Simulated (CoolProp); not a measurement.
Model: reference Helmholtz-energy equation of state, McLinden 2015, in CoolProp.

Task: For the fluoroketone C6F12O (FK-5-1-12), give the phase and the density (kg/m³), cp (kJ/(kg K)), speed of sound (m/s), Joule-Thomson coefficient (K/MPa) at 461.4 K and 20.7 bar; 474.3 K and 20.7 bar; 493.6 K and 20.7 bar.

Result: 
- 461.4 K and 20.7 bar: supercritical; density 310, cp 1.45, speed of sound 62.9, Joule-Thomson coefficient 15.4
- 474.3 K and 20.7 bar: supercritical; density 262, cp 1.28, speed of sound 73.5, Joule-Thomson coefficient 11.5
- 493.6 K and 20.7 bar: supercritical; density 224, cp 1.20, speed of sound 84.3, Joule-Thomson coefficient 8.56
